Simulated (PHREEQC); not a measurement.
# Phosphoric acid bath (model solution)

Consider water at 25 °C with 0.21 mol KH2PO4, 0.067 mol HNO3 and 0.00039 mol H4SiO4 per kg of water. Closed to the air; pH follows from the charge balance.

All values are PHREEQC results (ion-association model, phreeqc.dat), not measurements.

Each row changes one thing in this solution. Precipitation was switched off in this run.

```json
[
 {"case": "as made", "pH": "2.40", "ionic strength (mol/kgw)": "0.215", "H2PO4- (mol/kgw)": "0.148", "H3PO4 (mol/kgw)": "0.0619", "HPO4-2 (mol/kgw)": "5.83e-6", "KHPO4- (mol/kgw)": "6.60e-7"},
 {"case": "H4SiO4 from 0.00039 to 0.00195 mol/kgw", "pH": "2.40", "ionic strength (mol/kgw)": "0.215", "H2PO4- (mol/kgw)": "0.148", "H3PO4 (mol/kgw)": "0.0619", "HPO4-2 (mol/kgw)": "5.83e-6", "KHPO4- (mol/kgw)": "6.60e-7"},
 {"case": "H4SiO4 from 0.00039 to 0.00078 mol/kgw", "pH": "2.40", "ionic strength (mol/kgw)": "0.215", "H2PO4- (mol/kgw)": "0.148", "H3PO4 (mol/kgw)": "0.0619", "HPO4-2 (mol/kgw)": "5.83e-6", "KHPO4- (mol/kgw)": "6.60e-7"},
 {"case": "HNO3 from 0.067 to 0.0067 mol/kgw", "pH": "3.52", "ionic strength (mol/kgw)": "0.210", "H2PO4- (mol/kgw)": "0.203", "H3PO4 (mol/kgw)": "0.00644", "HPO4-2 (mol/kgw)": "0.000106", "KHPO4- (mol/kgw)": "1.21e-5"},
 {"case": "diluted 5-fold with water", "pH": "2.57", "ionic strength (mol/kgw)": "0.0451", "H2PO4- (mol/kgw)": "0.0317", "H3PO4 (mol/kgw)": "0.0103", "HPO4-2 (mol/kgw)": "1.29e-6", "KHPO4- (mol/kgw)": "4.95e-8"},
 {"case": "diluted 10-fold with water", "pH": "2.69", "ionic strength (mol/kgw)": "0.0233", "H2PO4- (mol/kgw)": "(withheld)", "H3PO4 (mol/kgw)": "0.00436", "HPO4-2 (mol/kgw)": "7.71e-7", "KHPO4- (mol/kgw)": "1.76e-8"},
 {"case": "H4SiO4 left out", "pH": "2.40", "ionic strength (mol/kgw)": "0.215", "H2PO4- (mol/kgw)": "0.148", "H3PO4 (mol/kgw)": "0.0619", "HPO4-2 (mol/kgw)": "5.83e-6", "KHPO4- (mol/kgw)": "6.60e-7"},
 {"case": "diluted 100-fold with water", "pH": "3.30", "ionic strength (mol/kgw)": "0.00263", "H2PO4- (mol/kgw)": "(withheld)", "H3PO4 (mol/kgw)": "0.000138", "HPO4-2 (mol/kgw)": "2.85e-7", "KHPO4- (mol/kgw)": "9.33e-10"}
]
```

What belongs in the gaps?


- diluted 10-fold with water, H2PO4- (mol/kgw): 0.0166
- diluted 100-fold with water, H2PO4- (mol/kgw): 0.00196

Some of these states are supersaturated (in Quartz (slow to form), Chalcedony (slow to form), for instance).
